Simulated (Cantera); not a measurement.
## Si3N4 + Cl2 + H2 (nitride etching)

A closed system holds: 1 mol Si3N4, 9.9 mol Cl2, 90 mol H2, held at 950 K.

These are equilibrium values from Cantera (NASA tables, ideal gas, pure condensed phases), not measurements of a reactor. Candidate condensed phases: NH4Cl, Si, Si3N4; 28 gas species. The tables' values for SiCl3 are old estimates; treat these amounts as uncertain. Kinetics and transport are ignored.

| P (Pa) | x H2 | x HCl | x SiCl4 | x N2 | x SiHCl3 | x SiCl2 | x SiCl3 | n Si3N4(s) |
|---|---|---|---|---|---|---|---|---|
| 1 | 0.805 | 0.192 | 0.00148 | 0.00119 | 2.86e-5 | 0.000179 | 8.91e-5 | 0.941 |
| 4.20 | 0.807 | 0.190 | 0.00202 | 0.00145 | 3.93e-5 | 5.89e-5 | 5.96e-5 | 0.928 |
| 18 | 0.808 | 0.187 | 0.00265 | 0.00184 | 5.23e-5 | 1.85e-5 | 3.83e-5 | 0.908 |
| 75 | 0.810 | 0.185 | 0.00340 | 0.00233 | 6.84e-5 | 5.91e-6 | 2.45e-5 | 0.884 |
| 320 | 0.812 | 0.181 | 0.00432 | 0.00295 | 8.90e-5 | 1.84e-6 | 1.54e-5 | 0.853 |
| 1300 | 0.814 | 0.177 | 0.00539 | 0.00368 | 0.000114 | 5.93e-7 | 9.78e-6 | 0.817 |
| 5600 | 0.817 | 0.171 | 0.00669 | 0.00456 | 0.000146 | 1.82e-7 | 6.04e-6 | 0.773 |
| 24000 | 0.821 | 0.165 | 0.00818 | 0.00557 | 0.000186 | 5.60e-8 | 3.70e-6 | 0.722 |
| 100000 | 0.824 | 0.159 | 0.00982 | 0.00668 | 0.000234 | 1.76e-8 | 2.28e-6 | 0.666 |
x: gas mole fraction; n: condensed amount in mol.

From 1.00e-5 bar to 1.00 bar the condensed part is Si3N4(s). The main Si-bearing gas is SiCl4 throughout. The share of Si in condensed phases is highest at 1.00e-5 bar (94.1 %) and lowest at 1.00 bar (66.6 %).
